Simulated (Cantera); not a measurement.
An isothermal, constant-pressure homogeneous reactor starts with 70.9 % NH3, 29.1 % N2, at 2125 K and 1.00 bar.

Cantera simulation using the gas-phase N/H chemistry of the illustrative SiF4/NH3 mechanism in the Surface Chemkin manual (1991); the numbers are that mechanism's predictions, not measurements. Walls and surfaces, which speed up NH3 decomposition in real reactors, are not modelled.

x: mole fraction; the columns are a selection and need not sum to one.

| t (s) | x NH3 | x H2 | x N2H4 | x N2H2 | x H |
|---|---|---|---|---|---|
| 0.000100 | 0.701 | 0.00590 | 8.77e-7 | 9.64e-6 | 9.28e-6 |
| 0.000215 | 0.690 | 0.0152 | 8.31e-7 | 9.62e-6 | 1.87e-5 |
| 0.000464 | 0.668 | 0.0344 | (withheld) | 9.05e-6 | 3.72e-5 |
| 0.00100 | 0.625 | 0.0730 | (withheld) | 8.05e-6 | 7.28e-5 |
| 0.00215 | 0.543 | 0.145 | (withheld) | 6.46e-6 | 0.000140 |
| 0.00464 | 0.411 | 0.260 | (withheld) | 4.35e-6 | 0.000263 |
| 0.0100 | 0.243 | 0.408 | (withheld) | 2.20e-6 | 0.000476 |
| 0.0215 | 0.0933 | 0.540 | (withheld) | 7.00e-7 | 0.000846 |
| 0.0464 | 0.0166 | 0.606 | (withheld) | 9.27e-8 | 0.00160 |
| 0.100 | 0.00138 | 0.619 | 6.11e-11 | 2.70e-9 | 0.00274 |
| 0.215 | 0.000304 | 0.620 | 3.24e-12 | 1.50e-10 | 0.00287 |
| 0.464 | 0.000111 | 0.620 | <1e-12 | 2.13e-11 | 0.00288 |
| 1.00 | 4.69e-5 | 0.620 | <1e-12 | 4.97e-12 | 0.00288 |

Question: Some entries are withheld; supply them.

Answer: 
- 0.000464, x N2H4: 7.25e-7
- 0.00100, x N2H4: 5.88e-7
- 0.00215, x N2H4: 4.36e-7
- 0.00464, x N2H4: 2.77e-7
- 0.0100, x N2H4: 1.31e-7
- 0.0215, x N2H4: 3.49e-8
- 0.0464, x N2H4: 3.15e-9
